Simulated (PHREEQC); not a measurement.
A solution holds 0.013 mol NaHSO4 and 0.033 mol Na2HPO4 per kg of water, at 59 °C. Closed to the air; pH follows from the charge balance.

Equilibrium calculation in PHREEQC: ion-association model, wateq4f.dat.

The pH comes out as 6.95 and the ionic strength comes out as 0.106 mol/kgw. The total alkalinity comes out as 20.0 meq/kg.

```json
[
 {"species": "Na+", "molality": "0.0763", "activity": "0.0584", "log γ": "-0.116"},
 {"species": "HPO4-2", "molality": "0.0190", "activity": "0.00660", "log γ": "-0.460"},
 {"species": "H2PO4-", "molality": "0.0130", "activity": "0.0100", "log γ": "-0.112"},
 {"species": "SO4-2", "molality": "0.0112", "activity": "0.00385", "log γ": "-0.464"},
 {"species": "NaSO4-", "molality": "0.00177", "activity": "0.00137", "log γ": "-0.112"},
 {"species": "NaHPO4-", "molality": "0.000972", "activity": "0.000751", "log γ": "-0.112"},
 {"species": "OH-", "molality": "1.05e-6", "activity": "7.82e-7", "log γ": "-0.129"},
 {"species": "PO4-3", "molality": "5.29e-7", "activity": "4.88e-8", "log γ": "-1.035"},
 {"species": "H3PO4", "molality": "2.33e-7", "activity": "2.39e-7", "log γ": "0.011"},
 {"species": "H+", "molality": "1.38e-7", "activity": "1.12e-7", "log γ": "-0.090"},
 {"species": "HSO4-", "molality": "1.27e-7", "activity": "9.64e-8", "log γ": "-0.119"}
]
```

No solid was allowed to form. H3PO4, which wateq4f.dat lacks, is added to it with the constant of phreeqc.dat. Constants without temperature data keep their 25 °C values here.
